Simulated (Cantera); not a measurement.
A perfectly stirred reactor is fed with C2H6 : O2 : N2 : H2O = 1 : 2.69 : 10.1 : 1.5 (molar parts), equivalence ratio 1.3, at 500000 Pa; it is adiabatic with a 525 K inlet, and is followed from long to short residence time, starting on the burning branch (τ in s: 0.16, 0.075, 0.036, 0.017, 0.0082, 0.0039, 0.0019, 0.0009, 0.00043, 0.00021, 9.8e-05, 4.7e-05).

Detailed kinetics in Cantera: GRI-Mech 3.0 (53 species, 325 reactions).

**Question.** What does this change do: C2H6 1 to 1.3 parts?

**Answer.** 
```json
[
 {"quantity": "blow-out, bracketed by the residence times tried", "before": "burning at 98.0 µs, out at 47.0 µs", "after": "burning at 0.430 ms, out at 0.210 ms"},
 {"quantity": "x(C2H6) at τ = 0.160 s", "before": "1.62e-7", "after": "2.49e-6"},
 {"quantity": "x(O2) at τ = 0.160 s", "before": "3.41e-5", "after": "0.000125"},
 {"quantity": "x(H2O) at τ = 0.160 s", "before": "0.230", "after": "0.199"},
 {"quantity": "x(C2H4) at τ = 0.160 s", "before": "3.91e-7", "after": "2.39e-5"},
 {"quantity": "x(C2H) at τ = 0.160 s", "before": "4.76e-9", "after": "2.79e-8"},
 {"quantity": "x(C2H6) at τ = 1.90 ms", "before": "8.49e-6", "after": "0.000132"},
 {"quantity": "x(O2) at τ = 1.90 ms", "before": "0.000807", "after": "0.00415"},
 {"quantity": "x(H2O) at τ = 1.90 ms", "before": "0.229", "after": "0.217"},
 {"quantity": "x(C2H4) at τ = 1.90 ms", "before": "1.79e-5", "after": "0.000547"},
 {"quantity": "x(C2H) at τ = 1.90 ms", "before": "2.41e-7", "after": "4.22e-7"}
]
```

**Question.** What does this change do: pressure from 500000 Pa to 1700000 Pa?

**Answer.** 
```
quantity                                                                      before                                   after
------------------------------------------------  ----------------------------------  --------------------------------------
blow-out, bracketed by the residence times tried  burning at 98.0 µs, out at 47.0 µs  burning at 47.0 µs, the shortest tried
x(C2H6) at τ = 0.160 s                                                       1.62e-7                                 9.66e-8
x(O2) at τ = 0.160 s                                                         3.41e-5                                 1.69e-5
x(H2O) at τ = 0.160 s                                                          0.230                                   0.230
x(C2H4) at τ = 0.160 s                                                       3.91e-7                                 2.89e-7
x(C2H) at τ = 0.160 s                                                        4.76e-9                                 1.97e-9
x(C2H6) at τ = 1.90 ms                                                       8.49e-6                                 7.98e-6
x(O2) at τ = 1.90 ms                                                        0.000807                                0.000829
x(H2O) at τ = 1.90 ms                                                          0.229                                   0.231
x(C2H4) at τ = 1.90 ms                                                       1.79e-5                                 2.67e-5
x(C2H) at τ = 1.90 ms                                                        2.41e-7                                 1.68e-7
```
The pressure lies above the range GRI-Mech 3.0 was tuned for (to about 10 atm).

**Question.** What does this change do: inlet temperature 525 to 423 K?

**Answer.** 
| quantity | before | after |
|---|---|---|
| blow-out, bracketed by the residence times tried | burning at 98.0 µs, out at 47.0 µs | burning at 0.210 ms, out at 98.0 µs |
| x(C2H6) at τ = 0.160 s | 1.62e-7 | 2.80e-7 |
| x(O2) at τ = 0.160 s | 3.41e-5 | 4.75e-5 |
| x(H2O) at τ = 0.160 s | 0.230 | 0.229 |
| x(C2H4) at τ = 0.160 s | 3.91e-7 | 7.68e-7 |
| x(C2H) at τ = 0.160 s | 4.76e-9 | 6.01e-9 |
| x(C2H6) at τ = 1.90 ms | 8.49e-6 | 1.56e-5 |
| x(O2) at τ = 1.90 ms | 0.000807 | 0.00127 |
| x(H2O) at τ = 1.90 ms | 0.229 | 0.229 |
| x(C2H4) at τ = 1.90 ms | 1.79e-5 | 3.94e-5 |
| x(C2H) at τ = 1.90 ms | 2.41e-7 | 3.07e-7 |
